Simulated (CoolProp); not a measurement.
Ethanol along the isotherm 346.85 °C: Z from the reference equation and from simpler models built on Tc = 241.6 °C, pc = 62.68 bar, ω = 0.644; each cubic takes its own stable root.

Values from CoolProp's reference Helmholtz-energy equation of state, Schroeder 2014.

| p (bar) | phase | reference | van der Waals | Redlich-Kwong | Soave-Redlich-Kwong |
|---|---|---|---|---|---|
| 34.8 | gas | 0.9297 | 0.8875 | 0.8863 | 0.9188 |
| 69.6 | supercritical | 0.8499 | 0.7515 | 0.7634 | 0.8414 |
| 104 | supercritical | 0.7568 | 0.5974 | 0.6440 | 0.7767 |
| 139 | supercritical | 0.6568 | 0.5474 | 0.5731 | 0.7352 |
| 174 | supercritical | 0.5914 | 0.5879 | 0.5708 | 0.7237 |
| 209 | supercritical | 0.5799 | 0.6487 | 0.6001 | 0.7363 |
| 244 | supercritical | 0.5978 | 0.7153 | 0.6410 | 0.7635 |
| 279 | supercritical | 0.6279 | 0.7838 | 0.6867 | 0.7990 |
| 313 | supercritical | 0.6625 | 0.8510 | 0.7332 | 0.8381 |
